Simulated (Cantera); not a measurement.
Hydrocarbon pyrolysis for carbon deposition

An isothermal, constant-pressure homogeneous reactor starts with C3H8 : H2 = 1 : 8.9 (molar parts), at 1373 K and 13300 Pa.

Cantera simulation using GRI-Mech 3.0 (53 species, 325 reactions); the numbers are that mechanism's predictions, not measurements. GRI-Mech 3.0 was tuned for natural gas; its chemistry of propane as a main component is partial and can be far from experiment. GRI-Mech 3.0 stops at C3 and has no aromatics, soot or wall deposition, so with more carbon than oxygen in the feed, carbon stays in small species such as C2H2 where larger ones or solid carbon would form.

```json
[
 {"t (s)": "0.000700", "x C3H8": "0.0147", "x H2": "0.830", "x H": "0.000238", "x C2H2": "0.00268", "x CH3": "0.00104", "x CH4": "0.0740", "x CH2": "1.68e-7"},
 {"t (s)": "0.00170", "x C3H8": "0.00149", "x H2": "0.820", "x H": "0.000124", "x C2H2": "0.00782", "x CH3": "0.000307", "x CH4": "0.0876", "x CH2": "2.82e-8"},
 {"t (s)": "0.00411", "x C3H8": "0.000121", "x H2": "0.820", "x H": "4.78e-5", "x C2H2": "0.0128", "x CH3": "0.000106", "x CH4": "0.0891", "x CH2": "4.10e-9"},
 {"t (s)": "0.00998", "x C3H8": "5.86e-6", "x H2": "0.820", "x H": "2.31e-5", "x C2H2": "0.0176", "x CH3": "5.02e-5", "x CH4": "0.0891", "x CH2": "9.91e-10"},
 {"t (s)": "0.0242", "x C3H8": "2.78e-7", "x H2": "0.821", "x H": "1.63e-5", "x C2H2": "0.0240", "x CH3": "3.52e-5", "x CH4": "0.0888", "x CH2": "5.03e-10"},
 {"t (s)": "0.0586", "x C3H8": "1.67e-7", "x H2": "0.823", "x H": "1.44e-5", "x C2H2": "0.0347", "x CH3": "3.08e-5", "x CH4": "0.0882", "x CH2": "3.87e-10"},
 {"t (s)": "0.142", "x C3H8": "9.69e-8", "x H2": "0.826", "x H": "1.30e-5", "x C2H2": "0.0508", "x CH3": "2.73e-5", "x CH4": "0.0873", "x CH2": "3.04e-10"},
 {"t (s)": "0.345", "x C3H8": "3.96e-8", "x H2": "0.828", "x H": "1.08e-5", "x C2H2": "0.0666", "x CH3": "2.25e-5", "x CH4": "0.0864", "x CH2": "2.06e-10"},
 {"t (s)": "0.836", "x C3H8": "1.84e-8", "x H2": "0.829", "x H": "9.34e-6", "x C2H2": "0.0740", "x CH3": "1.93e-5", "x CH4": "0.0861", "x CH2": "1.51e-10"},
 {"t (s)": "2.03", "x C3H8": "1.61e-8", "x H2": "0.829", "x H": "9.10e-6", "x C2H2": "0.0748", "x CH3": "1.89e-5", "x CH4": "0.0864", "x CH2": "1.44e-10"},
 {"t (s)": "4.91", "x C3H8": "1.60e-8", "x H2": "0.829", "x H": "9.04e-6", "x C2H2": "0.0746", "x CH3": "1.90e-5", "x CH4": "0.0873", "x CH2": "1.44e-10"},
 {"t (s)": "11.9", "x C3H8": "1.60e-8", "x H2": "0.828", "x H": "8.92e-6", "x C2H2": "0.0739", "x CH3": "1.91e-5", "x CH4": "0.0891", "x CH2": "1.43e-10"},
 {"t (s)": "28.9", "x C3H8": "1.59e-8", "x H2": "0.826", "x H": "8.72e-6", "x C2H2": "0.0728", "x CH3": "1.95e-5", "x CH4": "0.0925", "x CH2": "1.42e-10"},
 {"t (s)": "70.0", "x C3H8": "1.58e-8", "x H2": "0.823", "x H": "8.47e-6", "x C2H2": "0.0713", "x CH3": "1.99e-5", "x CH4": "0.0968", "x CH2": "1.42e-10"}
]
```
x: mole fraction; the columns are a selection and need not sum to one.

Equilibrium at this temperature and pressure: C3H8 1.58e-8, H2 0.821, H 8.32e-6, C2H2 0.0703, CH3 2.01e-5, CH4 0.0996, CH2 1.41e-10 (gas phase only).
